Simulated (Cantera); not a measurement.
An isothermal, constant-pressure homogeneous reactor starts with H₂ : O₂ = 0.12 : 1 (molar parts), equivalence ratio 0.060, at 1275 K and 0.0263 atm. Integrator tolerance rtol = 1e-08.

Detailed kinetics in Cantera: GRI-Mech 3.0 (53 species, 325 reactions). Radical loss at walls, strong at low pressure, is not modelled. The temperature is held fixed by assumption; the heat of reaction is taken as removed at once.

Problem. What does this change do: temperature 1275 to 1425 K?

Solution. 
```tsv
quantity	before	after
x(H₂) at 2.00 s	2.43e-7 (gas-phase equilibrium 4.09e-8)	7.47e-7 (gas-phase equilibrium 4.88e-7)
x(O₂) at 2.00 s	0.887 (gas-phase equilibrium 0.887)	0.887 (gas-phase equilibrium 0.887)
x(OH) at 2.00 s	7.20e-5 (gas-phase equilibrium 2.96e-5)	0.000184 (gas-phase equilibrium 0.000149)
x(H₂O) at 2.00 s	0.113 (gas-phase equilibrium 0.113)	0.113 (gas-phase equilibrium 0.113)
x(H₂O₂) at 2.00 s	3.21e-9 (gas-phase equilibrium 7.85e-10)	2.80e-9 (gas-phase equilibrium 2.29e-9)
x(O) at 2.00 s	3.83e-6 (gas-phase equilibrium 6.48e-7)	1.23e-5 (gas-phase equilibrium 8.05e-6)
x(HO₂) at 2.00 s	3.04e-8 (gas-phase equilibrium 3.72e-8)	1.23e-7 (gas-phase equilibrium 1.40e-7)
```
